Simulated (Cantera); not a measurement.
**SiH₄ + CH₄ + H₂ (silicon carbide growth)**

Input: 1 mol SiH₄, 0.55 mol CH₄, 3.1 mol H₂, equilibrated at 17.3 Torr.

Equilibrium computed with Cantera from the NASA thermochemical tables; the gas is ideal and each condensed phase is pure. Candidate condensed phases: C, C₆H₆, C₇H₈, C₈H₁₈, Si, SiC; 87 gas species. Mutual solubility and eutectic melting of coexisting phases are not modelled. Gases not in the tables: Si₂H₆ and higher silanes. Rates play no part.

```json
[
 {"T (K)": "1225", "x H₂": "1.000", "x H": "2.05e-6", "x Si": "1.50e-10", "x Si₂C": "<1e-12", "n Si(s)": "0.450", "n SiC(s)": "0.550", "n Si(l)": "0"},
 {"T (K)": "1325", "x H₂": "1.000", "x H": "1.08e-5", "x Si": "4.10e-9", "x Si₂C": "1.30e-12", "n Si(s)": "0.450", "n SiC(s)": "0.550", "n Si(l)": "0"},
 {"T (K)": "1425", "x H₂": "1.000", "x H": "4.50e-5", "x Si": "7.00e-8", "x Si₂C": "5.72e-11", "n Si(s)": "0.450", "n SiC(s)": "0.550", "n Si(l)": "0"},
 {"T (K)": "1525", "x H₂": "1.000", "x H": "0.000156", "x Si": "8.21e-7", "x Si₂C": "1.52e-9", "n Si(s)": "0.450", "n SiC(s)": "0.550", "n Si(l)": "0"},
 {"T (K)": "1625", "x H₂": "1.000", "x H": "0.000465", "x Si": "7.08e-6", "x Si₂C": "2.66e-8", "n Si(s)": "0.450", "n SiC(s)": "0.550", "n Si(l)": "0"},
 {"T (K)": "1725", "x H₂": "0.999", "x H": "0.00122", "x Si": "4.41e-5", "x Si₂C": "3.09e-7", "n Si(s)": "0", "n SiC(s)": "0.550", "n Si(l)": "0.450"},
 {"T (K)": "1825", "x H₂": "0.997", "x H": "0.00290", "x Si": "0.000198", "x Si₂C": "2.39e-6", "n Si(s)": "0", "n SiC(s)": "0.550", "n Si(l)": "0.448"},
 {"T (K)": "1925", "x H₂": "0.993", "x H": "0.00628", "x Si": "0.000757", "x Si₂C": "1.49e-5", "n Si(s)": "0", "n SiC(s)": "0.550", "n Si(l)": "0.444"},
 {"T (K)": "2025", "x H₂": "0.984", "x H": "0.0126", "x Si": "0.00253", "x Si₂C": "7.70e-5", "n Si(s)": "0", "n SiC(s)": "0.549", "n Si(l)": "0.431"},
 {"T (K)": "2125", "x H₂": "0.968", "x H": "0.0236", "x Si": "0.00755", "x Si₂C": "0.000339", "n Si(s)": "0", "n SiC(s)": "0.548", "n Si(l)": "0.394"},
 {"T (K)": "2225", "x H₂": "0.935", "x H": "0.0413", "x Si": "0.0204", "x Si₂C": "0.00130", "n Si(s)": "0", "n SiC(s)": "0.541", "n Si(l)": "0.294"},
 {"T (K)": "2325", "x H₂": "0.873", "x H": "0.0678", "x Si": "0.0504", "x Si₂C": "0.00443", "n Si(s)": "0", "n SiC(s)": "0.516", "n Si(l)": "0.0403"}
]
```
x: gas mole fraction; n: condensed amount in mol.

From 1225 K to 1625 K the condensed part is Si(s) + SiC(s). From 1725 K to 2325 K the condensed part is Si(l) + SiC(s). The main Si-bearing gas is SiH₂ at 1225 K and Si at 2325 K.
